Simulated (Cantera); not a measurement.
## Equilibrium for roasting and sulfation: Fe2O3 + H2S + H2O

Charge: 1 mol Fe2O3, 2.1 mol H2S, 0.096 mol H2O, held at 725 °C and 0.830 bar.

Cantera equilibrium calculation (NASA polynomials, part measured and part estimated; ideal gas, pure solids and liquids). Candidate condensed phases: Fe, FeO, Fe(OH)2, Fe(OH)3, FeS, FeSO4, FeS2, Fe2O3, Fe2(SO4)3, Fe3O4, H2O, H2SO4, S; 22 gas species. FeS: taken at fixed stoichiometry. Gases not in the tables: S3 to S7. Rates play no part.

```
Property                                    Value
-------------------------------------  ----------
x(H2O)                                      0.857
x(SO2)                                      0.119
x(H2S)                                     0.0172
x(S2)                                     0.00458
x(H2)                                     0.00201
x(S2O)                                   0.000337
x(SO)                                     6.02e-6
x(SH)                                     2.45e-6
n(FeS(s))                                1.74 mol
n(Fe3O4(s))                            0.0882 mol
gas amount                              2.505 mol
log10 activity of S(l) (absent)             -1.57
log10 activity of Fe(α) (absent)            -3.90
log10 activity of Fe(OH)2(s) (absent)       -5.50
```
